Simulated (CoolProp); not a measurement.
Vapour-liquid equilibrium of n-pentane (1) + acetone (2) at 59.05 °C; x and y are mole fractions of (1).

Computed with CoolProp (multi-fluid Helmholtz-energy mixture model, Thol 2019 and Lemmon 2006; pair parameters Bell 2016).

```
x     bubble pressure (MPa)  y at the bubble point  dew pressure at overall composition x (MPa)  liquid density (mol/L)
----  ---------------------  ---------------------  -------------------------------------------  ----------------------
0.05                 0.1424                  0.240                                       0.1174                   12.46
0.2                  0.1963                  0.502                                       0.1364                   11.45
0.35                 0.2194                  0.592                                       0.1618                   10.58
0.5                  0.2299                  0.644                                       0.1958                   9.831
0.65                 0.2348                  0.692                                       0.2309                   9.203
0.8                  0.2343                  0.762                                       0.2316                   8.678
0.95                 0.2201                  0.908                                       0.2150                   8.244
```

y crosses x between x = 0.65 and 0.8: the model has an azeotrope there.

Pair parameters are fitted to limited data, so mixtures are less certain than the pure fluids. With so large a gap from Raoult's law the liquid may split in two, which this calculation doesn't test in full.
